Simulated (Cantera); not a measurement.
**FeS + H2S + N2 (roasting and sulfation)**

Feed: 1 mol FeS, 4.2 mol H2S, 36 mol N2, held at 2.10 bar.

Method: chemical equilibrium by Gibbs-energy minimisation in Cantera with the NASA 1993 tables (ideal gas, pure condensed phases). Candidate condensed phases: Fe, FeS, FeS2, S; 16 gas species. FeS: taken at fixed stoichiometry. Gases not in the tables: S3 to S7. Kinetics and transport are ignored.

```tsv
T (K)	x N2	x H2	x H2S	x S2	x SH	n FeS(s)	n FeS(l)
1250	0.883	0.0281	0.0749	0.0140	9.77e-5	1.00	0
1300	0.881	0.0334	0.0693	0.0166	0.000153	1.00	0
1350	0.878	0.0388	0.0636	0.0193	0.000229	1.00	0
1400	0.876	0.0441	0.0579	0.0220	0.000330	1.00	0
1450	0.873	0.0493	0.0523	0.0246	0.000459	1.00	0
1500	0.871	0.0543	0.0470	0.0270	0.000620	0	1.00
1550	0.869	0.0590	0.0420	0.0293	0.000815	0	1.00
1600	0.867	0.0632	0.0374	0.0313	0.00105	0	1.000
1650	0.865	0.0671	0.0332	0.0332	0.00131	0	1.000
1700	0.864	0.0705	0.0294	0.0348	0.00162	0	1.000
1750	0.862	0.0735	0.0261	0.0362	0.00195	0	1.000
1800	0.861	0.0761	0.0231	0.0375	0.00233	0	1.000
1850	0.860	0.0784	0.0205	0.0385	0.00274	0	1.000
1900	0.859	0.0803	0.0182	0.0393	0.00318	0	1.000
```
x: gas mole fraction; n: condensed amount in mol.

From 1250 K to 1450 K the condensed part is FeS(s). From 1500 K to 1900 K the condensed part is FeS(l).
